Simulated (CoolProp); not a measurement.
Properties of isobutane at several states (Tc = 407.8 K, pc = 3629 kPa, ω = 0.184).

The numbers come from the reference Helmholtz-energy equation of state, Bücker 2006 in CoolProp.

| T (K) | p (kPa) | phase | density (kg/m³) | cv (kJ/(kg K)) |
|---|---|---|---|---|
| 542.9 | 1750 | gas | … | … |
| 429.4 | 79.4 | gas | 1.301 | … |
| 515.7 | 4510 | supercritical | … | … |

Question: Some entries are withheld; supply them.

Answer: 
- 542.9, density (kg/m³): 24.03
- 542.9, cv (kJ/(kg K)): 2.606
- 429.4, cv (kJ/(kg K)): 2.132
- 515.7, density (kg/m³): 76.29
- 515.7, cv (kJ/(kg K)): 2.546
